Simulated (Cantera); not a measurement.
A perfectly stirred reactor is fed with CH4 : H2 = 1 : 11 (molar parts), at 0.0170 bar; it is held at 1900 K, and followed from long to short residence time.

Model: GRI-Mech 3.0 (53 species, 325 reactions), integrated in Cantera. GRI-Mech 3.0 stops at C3 and has no aromatics, soot or wall deposition, so with more carbon than oxygen in the feed, carbon stays in small species such as C2H2 where larger ones or solid carbon would form. Radical loss at walls, strong at low pressure, is not modelled.

Problem. Predict: x(CH4) at τ = 2.60 s; x(H2) at τ = 2.60 s; x(C2H4) at τ = 2.60 s; x(H) at τ = 2.60 s; x(C2H) at τ = 2.60 s; x(CH4) at τ = 19.0 ms; x(H2) at τ = 19.0 ms; x(C2H4) at τ = 19.0 ms; x(H) at τ = 19.0 ms; x(C2H) at τ = 19.0 ms.

Solution. 
```
Property                   Value
----------------------  --------
x(CH4) at τ = 2.60 s     0.00428
x(H2) at τ = 2.60 s        0.954
x(C2H4) at τ = 2.60 s    1.32e-5
x(H) at τ = 2.60 s       0.00485
x(C2H) at τ = 2.60 s     2.40e-6
x(CH4) at τ = 19.0 ms     0.0568
x(H2) at τ = 19.0 ms       0.927
x(C2H4) at τ = 19.0 ms  0.000422
x(H) at τ = 19.0 ms      0.00240
x(C2H) at τ = 19.0 ms    3.51e-7
```
